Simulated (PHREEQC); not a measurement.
Phosphoric acid bath: speciation

Solution (25 °C): 0.00072 mol H3PO4 per kg of water. Closed to the air; pH follows from the charge balance.

Model: ion-association model, phreeqc.dat, run in PHREEQC.

The pH is 3.19. The ionic strength is 0.000660 mol/kgw and the specific conductance is 246 µS/cm. The total alkalinity is -0.720 meq/kg.

| species | molality | activity | log γ |
|---|---|---|---|
| H+ | 0.000660 | 0.000641 | -0.012 |
| H2PO4- | 0.000659 | 0.000641 | -0.013 |
| H3PO4 | 6.05e-5 | 6.05e-5 | 0.000 |
| HPO4-2 | 6.96e-8 | 6.20e-8 | -0.050 |

This is a speciation only: nothing precipitates in the calculation.
